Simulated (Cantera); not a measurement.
# Adiabatic ignition

An adiabatic, constant-pressure homogeneous reactor starts with 20.9 % CO, 1.68 % H₂, 16.2 % O₂, 61.1 % N₂, equivalence ratio 0.70, at 1350 K and 1.09 atm.

Detailed kinetics in Cantera: GRI-Mech 3.0 (53 species, 325 reactions).

```json
[
 {"t (s)": "4.00e-6", "T (K)": "1350", "x CO": "0.209", "x H₂": "0.0168", "x O₂": "0.162", "x NO₂": "<1e-12", "x NO": "<1e-12"},
 {"t (s)": "1.33e-5", "T (K)": "1350", "x CO": "0.209", "x H₂": "0.0167", "x O₂": "0.162", "x NO₂": "<1e-12", "x NO": "<1e-12"},
 {"t (s)": "4.43e-5", "T (K)": "1360", "x CO": "0.206", "x H₂": "0.0131", "x O₂": "0.158", "x NO₂": "7.90e-12", "x NO": "1.00e-8"},
 {"t (s)": "0.000147", "T (K)": "1939", "x CO": "0.102", "x H₂": "0.00135", "x O₂": "0.0863", "x NO₂": "2.37e-8", "x NO": "4.87e-5"},
 {"t (s)": "0.000490", "T (K)": "2379", "x CO": "0.0731", "x H₂": "0.000961", "x O₂": "0.0809", "x NO₂": "2.09e-7", "x NO": "0.000432"},
 {"t (s)": "0.00163", "T (K)": "2611", "x CO": "0.0503", "x H₂": "0.000605", "x O₂": "0.0727", "x NO₂": "1.54e-6", "x NO": "0.00317"},
 {"t (s)": "0.00543", "T (K)": "2628", "x CO": "0.0470", "x H₂": "0.000565", "x O₂": "0.0683", "x NO₂": "4.68e-6", "x NO": "0.0100"},
 {"t (s)": "0.0181", "T (K)": "2623", "x CO": "0.0467", "x H₂": "0.000564", "x O₂": "0.0661", "x NO₂": "6.64e-6", "x NO": "0.0144"},
 {"t (s)": "0.0601", "T (K)": "2623", "x CO": "0.0466", "x H₂": "0.000564", "x O₂": "0.0660", "x NO₂": "6.73e-6", "x NO": "0.0146"},
 {"t (s)": "0.200", "T (K)": "2623", "x CO": "0.0466", "x H₂": "0.000564", "x O₂": "0.0660", "x NO₂": "6.73e-6", "x NO": "0.0146"}
]
```
x: mole fraction; the columns are a selection and need not sum to one.

```yaml
time_of_steepest_temperature_rise: 58.4 µs
temperature at 0.200 s: 2623 K
equilibrium_temperature: 2623 K
x(CO) at 0.200 s: 0.0466 (gas-phase equilibrium 0.0466)
x(H₂) at 0.200 s: 0.000564 (gas-phase equilibrium 0.000564)
x(O₂) at 0.200 s: 0.0660 (gas-phase equilibrium 0.0660)
```
